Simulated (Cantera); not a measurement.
An isothermal plug-flow reactor at 873 K and 500000 Pa (inlet), inlet velocity 4 m/s, active area per volume 230 1/m; feed 1.71 % CO, 13.9 % O2, 84.4 % N2, equivalence ratio 0.062.

Computed with Cantera and Deutschmann's 1995 Pt surface mechanism with GRI-Mech 3.0 gas chemistry. Catalytic surfaces can have several steady states; this one follows from the mechanism file's or the stated starting coverage. Mass transfer to the wall is taken as infinitely fast.

x: gas mole fraction; θ: surface coverage.

| z (m) | x CO | x O2 | x H2O | x CO2 | θ free Pt | θ O* | θ CO* |
|---|---|---|---|---|---|---|---|
| 0.0001 | 0.0167 | 0.139 | <1e-12 | 0.000392 | 0.168 | 0.0427 | 0.789 |
| 0.0002 | 0.0163 | 0.139 | <1e-12 | ___ | 0.171 | 0.0445 | 0.784 |
| 0.00039 | 0.0155 | 0.138 | <1e-12 | ___ | 0.178 | ___ | 0.774 |
| 0.00075 | 0.0138 | 0.137 | <1e-12 | 0.00335 | 0.195 | 0.0601 | 0.745 |
| 0.0014 | 0.00910 | 0.135 | <1e-12 | 0.00806 | 0.286 | 0.178 | 0.535 |
| 0.0028 | 0.00591 | 0.134 | <1e-12 | 0.0113 | 0.0745 | 0.920 | 0.00571 |
| 0.0054 | 0.00478 | 0.134 | <1e-12 | 0.0124 | 0.0598 | 0.937 | 0.00293 |
| 0.01 | 0.00366 | 0.133 | <1e-12 | 0.0135 | 0.0519 | 0.946 | 0.00167 |

**Question.** Complete the blanks.

**Answer.** 
- 0.0002, x CO2: 0.000797
- 0.00039, x CO2: 0.00161
- 0.00039, θ O*: 0.0485
